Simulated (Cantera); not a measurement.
What does this Cantera script print?

```python
import numpy as np
import cantera as ct

gas_names = [...]  # 116 gases of nasa_gas.yaml made of C, H, Mg, O
cond_names = """
    C(gr) C6H6(L) C7H8(L) C8H18(L),n-octa H2O(s) H2O(L) Mg(cr) Mg(L) MgCO3(s) MgO(s) MgO(L) MgO2H2(s)
""".split()


# ... load() reads the species with a 1 bar reference pressure and builds the phases ...
atoms = {
    'MgO': {'Mg': 1, 'O': 1},
    'CH4': {'C': 1, 'H': 4},
    'CO': {'C': 1, 'O': 1},
}
top_T = {'C(gr)': 4500}  # K; cautious upper limits of use, not melting points


# ... equilibrate(T, P, feed) seeds the gas with the atoms and calls Mixture.equilibrate('TP', solver="vcs", rtol=1e-11, max_steps=5000) ...
results = []
feed = {'MgO': 1, 'CH4': 0.48, 'CO': 0.68}  # mol
P = 1333.22  # Pa
for T in [1673, 1723, 1773, 1823, 1873, 1923, 1973, 2023, 2073, 2123, 2173]:
    mix = equilibrate(T, P, feed)
    results.append((T, P, feed, dict(zip(mix.species_names, mix.species_moles))))

top = {s: max(r[3][s] / sum(r[3][g] for g in gas_names) for r in results) for s in gas_names}
cols = sorted((s for s in top if top[s] > 0.001), key=lambda s: -top[s])[:6]
seen = [c for c in cond_names if any(r[3].get(c, 0) > 1e-12 for r in results)]
print("log10 of partial pressures in bar; condensed amounts in mol")
print(f"{'T/K':>10s}" + "".join(f"{s[:9]:>10s}" for s in cols + seen))
for T, P, feed, n in results:
    ng = sum(n[g] for g in gas_names)
    print(f"{T:10.4g}" + "".join(f"{np.log10(max(n[s] / ng * P / 1e5, 1e-99)):10.3f}" for s in cols)
          + "".join(f"{n.get(c, 0):10.4g}" for c in seen))
```

Output:

```
log10 of partial pressures in bar; condensed amounts in mol
       T/K        CO        H2        Mg         H       H2O       CO2    MgO(s)
      1673    -2.226    -2.308    -2.609    -5.098    -6.959    -7.396      0.52
      1723    -2.226    -2.309    -2.609    -4.893    -6.524    -6.987    0.5199
      1773    -2.226    -2.309    -2.609    -4.701    -6.114    -6.601    0.5198
      1823    -2.226    -2.310    -2.609    -4.518    -5.728    -6.237    0.5195
      1873    -2.227    -2.311    -2.609    -4.346    -5.364    -5.893    0.5189
      1923    -2.227    -2.313    -2.609    -4.182    -5.020    -5.568    0.5176
      1973    -2.228    -2.316    -2.607    -4.028    -4.697    -5.261    0.5149
      2023    -2.230    -2.321    -2.604    -3.882    -4.394    -4.972    0.5098
      2073    -2.233    -2.329    -2.598    -3.745    -4.112    -4.702    0.5004
      2123    -2.238    -2.342    -2.588    -3.616    -3.854    -4.451    0.4842
      2173    -2.246    -2.362    -2.573    -3.497    -3.622    -4.221     0.458
```

Equilibrium computed with Cantera from the NASA thermochemical tables; the gas is ideal and each condensed phase is pure. The tables' values for MgH are old estimates; treat these amounts as uncertain.
